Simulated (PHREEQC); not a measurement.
Na2SO4 is added in steps, without added water, to 1 kg of water holding 17 mmol/kgw CuSO4, 54 mmol/kgw HNO3 and 0.45 mmol/kgw H3BO3, at 55 °C. O2 is buffered at 0.21 atm. No CO2 enters from the air. Solids allowed: Cu(OH)2, Brochantite, Antlerite, Cu2(OH)3NO3, Mirabilite, Chalcanthite. Others were left out.

Base run: PHREEQC, ion-association model, wateq4f.dat. Each further column changes one thing. The table gives SO4-2 (mol/kgw).

| Na2SO4 added (mol) | base | all activity coefficients set to 1 | Davies equation for every ion | metal-ligand complexes left out | database phreeqc.dat |
|---|---|---|---|---|---|
| 0 | 0.00353 | 0.00134 | 0.00373 | 0.00410 | 0.00354 |
| 0.02 | 0.00998 | ___ | 0.0104 | 0.0122 | 0.0100 |
| 0.03333 | 0.0157 | ___ | 0.0163 | 0.0199 | 0.0158 |
| 0.05333 | 0.0262 | 0.0121 | 0.0265 | 0.0341 | 0.0263 |
| 0.07333 | 0.0379 | 0.0188 | 0.0377 | 0.0506 | 0.0381 |
| 0.08667 | 0.0461 | ___ | 0.0454 | 0.0623 | 0.0464 |
| 0.1067 | 0.0587 | ___ | 0.0568 | 0.0805 | 0.0589 |
| 0.1267 | 0.0712 | 0.0361 | 0.0678 | 0.0992 | 0.0714 |
| 0.14 | 0.0795 | 0.0399 | 0.0750 | 0.112 | 0.0797 |
| 0.16 | 0.0918 | 0.0451 | 0.0852 | 0.131 | 0.0920 |

Problem. Fill in the missing entries.

Solution. 
- 0.02, all activity coefficients set to 1: 0.00393
- 0.03333, all activity coefficients set to 1: 0.00658
- 0.08667, all activity coefficients set to 1: 0.0234
- 0.1067, all activity coefficients set to 1: 0.0300

At this temperature some constants are extrapolated from 25 °C, and those without enthalpy data are left unchanged. phreeqc.dat and wateq4f.dat share most of their constants, so their agreement is no independent check.
